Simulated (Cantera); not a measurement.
A freely propagating, adiabatic, planar premixed flame of H2 : O2 : N2 = 1 : 0.208 : 0.783 (molar parts), unburnt at 500 K and 4.44 atm; mixture-averaged transport, grid criteria slope 0.08 and curve 0.16, no radiation.

Model: the H2/O2 subset of GRI-Mech 3.0, which has no nitrogen chemistry, integrated in Cantera. The hydrogen kinetics of GRI-Mech 3.0 are dated; newer H2 mechanisms differ, most at raised pressure. Burning velocities carry a grid error of a few per cent, more on coarse grids.

Task: How do the results move with these cheaper or finer settings: unity-Lewis-number transport; multicomponent transport; multicomponent+Soret transport; grid criteria slope 0.5, curve 1; grid criteria slope 0.25, curve 0.5; grid criteria slope 0.03, curve 0.06?

Result: 
| setting | laminar burning velocity | thermal thickness | peak x(O) | peak x(HO2) | grid points |
|---|---|---|---|---|---|
| as above | 606 cm/s | 0.0633 mm | 0.00148 | 0.000847 | 110 |
| unity-Lewis-number transport | 376 cm/s | 0.0648 mm | 0.00101 | 0.000572 | 107 |
| multicomponent transport | 596 cm/s | 0.0641 mm | 0.00145 | 0.000837 | 110 |
| multicomponent+Soret transport | 579 cm/s | 0.0620 mm | 0.00148 | 0.000862 | 110 |
| grid criteria slope 0.5, curve 1 | 602 cm/s | 0.0836 mm | 0.00115 | 0.000773 | 37 |
| grid criteria slope 0.25, curve 0.5 | 604 cm/s | 0.0703 mm | 0.00136 | 0.000826 | 48 |
| grid criteria slope 0.03, curve 0.06 | 606 cm/s | 0.0617 mm | 0.00151 | 0.000853 | 261 |
Unity Lewis numbers drop preferential diffusion, which matters most where H2 and H carry the flame; Soret adds thermal diffusion.
